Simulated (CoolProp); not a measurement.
A simple Rankine cycle with methanol: condensing at 311.15 K, boiler at 5.3 MPa, turbine inlet 528.2 K, turbine efficiency 0.75, pump efficiency 0.6, no recuperator. Each further row changes one setting.

Values from CoolProp's reference Helmholtz-energy equation of state, de Reuck 1993.

```csv
case,thermal efficiency (%),net work (kJ/kg),heat in (kJ/kg),turbine exit temperature (K),volume ratio over the turbine
as stated,22.5,310,1380,311.1,114
turbine inlet 548.2 K,22.9,333,1450,311.1,109
condensing temperature 303.15 K,23.5,329,1400,303.1,163
boiler pressure 3.71 MPa,21.8,313,1440,311.1,75.7
turbine efficiency 0.65,19.4,268,1380,311.1,119
```

The expansion ends wet for: as stated; turbine inlet 548.2 K; condensing temperature 303.15 K; boiler pressure 3.71 MPa; turbine efficiency 0.65.
